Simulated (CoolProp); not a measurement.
Values from CoolProp's reference Helmholtz-energy equation of state, McLinden 2020.

Question: Give the vapour pressure (kPa), liquid density (kg/m³), vapour density (kg/m³) of saturated R1336mzz(Z) at 8.15, 69.85, 152.05 °C.

Answer: 
```csv
T (°C),p (kPa),liquid density (kg/m³),vapour density (kg/m³)
8.15,36.2,1410,2.61
69.85,326,1240,21.2
152.05,2060,884,171
```
